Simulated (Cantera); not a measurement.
Input: 1 mol SrCl₂, 12 mol H₂O, 59 mol H₂, equilibrated at 1973 K and 6.50 Pa.

These are equilibrium values from Cantera (NASA tables, ideal gas, pure condensed phases), not measurements of a reactor. Candidate condensed phases: H₂O, Sr, SrCl₂, SrO, Sr(OH)₂; 20 gas species. Rates play no part.

Base state: H₂ 0.681, H₂O 0.149, H 0.138, HCl 0.0137, Sr 0.00614, SrCl₂ 0.00367, OH 0.00288, SrCl 0.00241 (mole fractions); condensed: gas only.

Task: What changes in the equilibrium state with this change: H₂O from 12 to 0.26 mol?

Result: 
| species | before | after |
|---|---|---|
| H₂ | 0.681 | 0.812 |
| H | 0.138 | 0.151 |
| HCl | 0.0137 | 0.0156 |
| H₂O | 0.149 | 0.00385 |
| Sr | 0.00614 | 0.00738 |
| O₂ | 4.08e-5 | 1.91e-8 |
| O | 0.000430 | 9.29e-6 |
| OH | 0.00288 | 6.79e-5 |
